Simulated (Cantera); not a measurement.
What does this Cantera script print?

```python
import numpy as np
import cantera as ct

gas = ct.Solution("gri30.yaml")
gas.TPX = 575, 24000, {'H2': 1, 'O2': 0.312, 'N2': 1.17, 'NO': 0.0055}
inlet = ct.Reservoir(gas, clone=True)
gas.equilibrate("HP")  # start burning
reactor = ct.IdealGasConstPressureReactor(gas, energy="on", clone=False)
exhaust = ct.Reservoir(gas, clone=True)
tau = [0.031, 0.014, 0.006, 0.0026, 0.0012, 0.00051, 0.00022, 9.9e-05, 4.3e-05, 1.9e-05, 8.4e-06][0]
for a, b in ((inlet, reactor), (reactor, exhaust)):
    ct.MassFlowController(a, b, mdot=lambda t: reactor.mass / tau)
net = ct.ReactorNet([reactor])
show = ['H2', 'O2', 'NO', 'N2', 'NO2']

rows = []
print(f"{'tau/s':>10s}{'T/K':>9s}" + "".join(f"{s:>11s}" for s in show))
for tau in [0.031, 0.014, 0.006, 0.0026, 0.0012, 0.00051, 0.00022, 9.9e-05, 4.3e-05, 1.9e-05, 8.4e-06]:
    net.initial_time = 0.0
    net.advance(30 * tau)
    before = gas.X
    net.advance(40 * tau)
    drift = np.max(np.abs(gas.X - before) / (gas.X + 1e-9))
    rows.append([gas.T, *gas[show].X, drift])
    print(f"{tau:10.3e}{gas.T:9.1f}" + "".join(f"{x:11.3e}" for x in gas[show].X))
```

Result:

```
     tau/s      T/K         H2         O2         NO         N2        NO2
 3.100e-02   2250.0  1.613e-01  5.497e-04  1.487e-03  5.293e-01  1.239e-08
 1.400e-02   2172.2  1.580e-01  9.505e-04  1.874e-03  5.257e-01  1.275e-08
 6.000e-03   2061.5  1.531e-01  1.660e-03  2.185e-03  5.207e-01  1.214e-08
 2.600e-03   1926.9  1.468e-01  2.714e-03  2.331e-03  5.148e-01  1.190e-08
 1.200e-03   1785.0  1.399e-01  4.050e-03  2.365e-03  5.088e-01  1.284e-08
 5.100e-04   1617.1  1.322e-01  6.169e-03  2.352e-03  5.020e-01  1.508e-08
 2.200e-04   1448.5  1.295e-01  1.023e-02  2.325e-03  4.954e-01  1.860e-08
 9.900e-05   1278.0  1.519e-01  2.260e-02  2.299e-03  4.895e-01  2.633e-08
 4.300e-05    575.0  4.020e-01  1.254e-01  2.211e-03  4.704e-01  4.426e-17
 1.900e-05    575.0  4.020e-01  1.254e-01  2.211e-03  4.704e-01  4.454e-19
 8.400e-06    575.0  4.020e-01  1.254e-01  2.211e-03  4.704e-01  9.330e-20
```

Model: GRI-Mech 3.0 (53 species, 325 reactions), integrated in Cantera. The mechanism lacks 2 NO + O2 → 2 NO2 and HONO, so NO2 and the effect of NO are under-described below about 1400 K.
